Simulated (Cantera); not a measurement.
Mixture: CH₄ : CO : O₂ : N₂ = 1 : 0.14 : 1.22 : 4.58 (molar parts), equivalence ratio 1.7, at 10.0 bar, adiabatic and at constant pressure. Ignition delay is the time to a rise of 400 K.

Computed with Cantera and GRI-Mech 3.0 (53 species, 325 reactions).

### Question
What does this change do: N2 4.58 to 13 parts?

### Answer
```csv
quantity,before,after
delay at 1100 K,33.1 ms,83.8 ms
delay at 1175 K,11.2 ms,30.3 ms
delay at 1250 K,4.22 ms,12.0 ms
delay at 1325 K,1.71 ms,5.01 ms
delay at 1400 K,0.735 ms,2.18 ms
delay at 1475 K,0.332 ms,0.968 ms
apparent activation energy between 1325 and 1475 K,180 kJ/mol,180 kJ/mol
```
